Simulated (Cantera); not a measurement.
A perfectly stirred reactor is fed with H2 : O2 : N2 = 1 : 0.51 : 1.92 (molar parts), at 1000000 Pa; it is adiabatic with a 800 K inlet, and is followed from long to short residence time, starting on the burning branch (τ in s: 0.43, 0.12, 0.033, 0.009, 0.0025, 0.00067, 0.00018, 5e-05, 1.4e-05).

Detailed kinetics in Cantera: the H2/O2 subset of GRI-Mech 3.0, which has no nitrogen chemistry. The hydrogen kinetics of GRI-Mech 3.0 are dated; newer H2 mechanisms differ, most at raised pressure.

Q: What does this change do: inlet temperature 800 to 650 K?

A: 
```json
[
 {"quantity": "blow-out, bracketed by the residence times tried", "before": "burning at 14.0 µs, the shortest tried", "after": "burning at 14.0 µs, the shortest tried"},
 {"quantity": "x(H2) at τ = 0.430 s", "before": "0.0169", "after": "0.0132"},
 {"quantity": "x(O2) at τ = 0.430 s", "before": "0.00880", "after": "0.00759"},
 {"quantity": "x(H2O) at τ = 0.430 s", "before": "0.312", "after": "0.319"},
 {"quantity": "x(H2O2) at τ = 0.430 s", "before": "1.01e-6", "after": "8.24e-7"},
 {"quantity": "x(O) at τ = 0.430 s", "before": "0.00118", "after": "0.000774"},
 {"quantity": "x(H2) at τ = 2.50 ms", "before": "0.0173", "after": "0.0137"},
 {"quantity": "x(O2) at τ = 2.50 ms", "before": "0.00895", "after": "0.00782"},
 {"quantity": "x(H2O) at τ = 2.50 ms", "before": "0.312", "after": "0.318"},
 {"quantity": "x(H2O2) at τ = 2.50 ms", "before": "1.02e-6", "after": "8.44e-7"},
 {"quantity": "x(O) at τ = 2.50 ms", "before": "0.00121", "after": "0.000810"}
]
```

Q: What does this change do: pressure from 1000000 Pa to 220000 Pa?

A: 
```
quantity                                                                          before                                   after
------------------------------------------------  --------------------------------------  --------------------------------------
blow-out, bracketed by the residence times tried  burning at 14.0 µs, the shortest tried  burning at 14.0 µs, the shortest tried
x(H2) at τ = 0.430 s                                                              0.0169                                  0.0229
x(O2) at τ = 0.430 s                                                             0.00880                                  0.0111
x(H2O) at τ = 0.430 s                                                              0.312                                   0.301
x(H2O2) at τ = 0.430 s                                                           1.01e-6                                 4.50e-7
x(O) at τ = 0.430 s                                                              0.00118                                 0.00208
x(H2) at τ = 2.50 ms                                                              0.0173                                  0.0250
x(O2) at τ = 2.50 ms                                                             0.00895                                  0.0120
x(H2O) at τ = 2.50 ms                                                              0.312                                   0.298
x(H2O2) at τ = 2.50 ms                                                           1.02e-6                                 4.45e-7
x(O) at τ = 2.50 ms                                                              0.00121                                 0.00241
```
